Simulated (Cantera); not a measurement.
Input: 1 mol CHF3, 0.23 mol H2, equilibrated at 0.133 bar.

These are equilibrium values from Cantera (NASA tables, ideal gas, pure condensed phases), not measurements of a reactor. Candidate condensed phases: C, C6H6, C7H8, C8H18; 95 gas species. Gases not in the tables: C2F6 and larger saturated fluorocarbons. The numbers say what is thermodynamically allowed, not how fast it happens.

Problem. At 1550 °C, list the 6 most abundant gas species with their mole fractions, and the condensed phases.

Solution. HF 0.790, CF4 0.206, CF2 0.00277, F 0.000542, CF3 0.000395, CHF3 1.07e-5. Condensed: C(graphite).
